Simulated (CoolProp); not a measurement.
A simple Rankine cycle with R141b: condensing at 303.15 K, boiler at 1.6 MPa, turbine inlet 421.3 K, turbine efficiency 0.9, pump efficiency 0.6, no recuperator. Each further row changes one setting.

Model: reference Helmholtz-energy equation of state, Lemmon 2006, in CoolProp. It is a short technical equation, of lower accuracy than the large ones.

| case | thermal efficiency (%) | net work (kJ/kg) | heat in (kJ/kg) | turbine exit temperature (K) | volume ratio over the turbine |
|---|---|---|---|---|---|
| as stated | 19.1 | 57.3 | 299 | ? | ? |
| turbine inlet 441.3 K | 19.3 | 62.2 | ? | 347.3 | ? |
| condensing temperature 295.15 K | 20.4 | ? | 309 | 318.0 | 22.1 |
| boiler pressure 1.12 MPa | 17.4 | 53.9 | 309 | ? | 11.1 |
| turbine efficiency 0.8 | 16.9 | 50.7 | 299 | 333.9 | 17.3 |

Question: Complete the blanks.

Answer: 
- as stated, turbine exit temperature (K): 325.9
- as stated, volume ratio over the turbine: 16.8
- turbine inlet 441.3 K, heat in (kJ/kg): 322
- turbine inlet 441.3 K, volume ratio over the turbine: 16.2
- condensing temperature 295.15 K, net work (kJ/kg): 63.1
- boiler pressure 1.12 MPa, turbine exit temperature (K): 342.1
